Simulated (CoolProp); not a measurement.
Cyclopentane at several states: fugacity coefficient from the reference equation and from simpler models built on Tc = 511.7 K, pc = 4.583 MPa, ω = 0.202; each cubic takes its own stable root.

Computed with CoolProp (reference Helmholtz-energy equation of state, Gedanitz 2015).

```csv
T (K),p (MPa),phase,reference
232.3,1.17,liquid,0.001179
248.4,21.9,liquid,0.0004342
324.1,0.301,liquid,0.3457
284.3,0.0678,liquid,0.3473
```

How far does each simpler model (van der Waals, Redlich-Kwong, Soave-Redlich-Kwong, Peng-Robinson) lie from the reference over these 4 states: mean and median of the absolute difference, and the worst?


- van der Waals: mean 2386.0 %, median 2277.8 %, worst +4815.2 % at 232.3 K and 1.17 MPa
- Redlich-Kwong: mean 73.8 %, median 76.8 %, worst +91.7 % at 248.4 K and 21.9 MPa
- Soave-Redlich-Kwong: mean 2.0 %, median 1.8 %, worst -4.4 % at 232.3 K and 1.17 MPa
- Peng-Robinson: mean 2.4 %, median 1.7 %, worst +6.1 % at 232.3 K and 1.17 MPa

At some of these states van der Waals gives the other phase, because its saturation line lies elsewhere.
